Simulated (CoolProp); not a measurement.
The numbers come from the reference Helmholtz-energy equation of state, Gao 2020 in CoolProp.

### Question
Give the vapour pressure (MPa), liquid cp (kJ/(kg K)), vapour Z of saturated ammonia at -43.45, -31.25 °C.

### Answer
```csv
T (°C),p (MPa),liquid cp (kJ/(kg K)),vapour Z
-43.45,0.0594,4.43,0.980
-31.25,0.112,4.47,0.970
```
